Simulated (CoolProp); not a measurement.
Vapour-liquid equilibrium of toluene (1) + n-dodecane (2) at 0.0757 bar; x and y are mole fractions of (1).

Values from CoolProp's multi-fluid Helmholtz-energy mixture model, Lemmon 2006 and Lemmon 2004; pair parameters Bell 2016.

```tsv
x	bubble temperature (°C)	y at the bubble point	dew temperature at overall composition x (°C)	liquid density (mol/L)
0.05	112.3	0.554	129.5	4.111
0.125	92.1	0.840	127.5	4.394
0.2	78.8	0.928	125.4	4.666
0.275	69.5	0.962	123.1	4.941
0.35	62.8	0.977	120.6	5.228
0.425	57.7	0.985	117.8	5.532
0.5	53.8	0.990	114.7	5.860
0.575	50.6	0.993	111.2	6.218
0.65	48.0	0.995	107.2	6.613
0.725	45.7	0.997	102.3	7.052
0.8	43.7	0.998	96.2	7.544
0.875	41.9	0.999	87.8	8.100
0.95	40.2	1.000	73.3	8.737
```

No azeotrope shows between x = 0.05 and 0.95.

Pair parameters are fitted to limited data, so mixtures are less certain than the pure fluids. The gap from Raoult's law changes sign with composition, which may be real or a fault of the pair parameters; it wasn't checked against measurements.
